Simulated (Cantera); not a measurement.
Feed: 1 mol MgO, 0.49 mol CH₄, 1.7 mol CO, held at 2025 K and 1.33 mbar.

Method: chemical equilibrium by Gibbs-energy minimisation in Cantera with the NASA 1993 tables (ideal gas, pure condensed phases). The tables' values for MgH are old estimates; treat these amounts as uncertain. The numbers say what is thermodynamically allowed, not how fast it happens.

```json
[
 {"species": "CO", "before": "0.558", "after": "0.452"},
 {"species": "Mg", "before": "0.162", "after": "0.224"},
 {"species": "H₂", "before": "0.220", "after": "0.110"},
 {"species": "H", "before": "0.0247", "after": "0.0998"},
 {"species": "CO₂", "before": "0.0120", "after": "0.0410"},
 {"species": "H₂O", "before": "0.0221", "after": "0.0565"},
 {"species": "O₂", "before": "9.11e-7", "after": "0.00114"},
 {"species": "O", "before": "2.11e-5", "after": "0.00529"},
 {"species": "OH", "before": "0.000259", "after": "0.00857"},
 {"species": "MgO", "before": "2.52e-5", "after": "0.000709"},
 {"species": "MgOH", "before": "0.000171", "after": "0.000543"},
 {"species": "MgH", "before": "4.38e-5", "after": "5.00e-5"},
 {"species": "MgO(s), mol", "before": "0.377", "after": "0"}
]
```
Gas species are given as mole fractions.

Q: Name the change that produced these shifts.
A) CO from 1.7 to 0.16 mol
B) CO from 1.7 to 0.023 mol
C) temperature from 2025 K to 2325 K
D) CH₄ from 0.49 to 0.93 mol

A: C, temperature from 2025 K to 2325 K
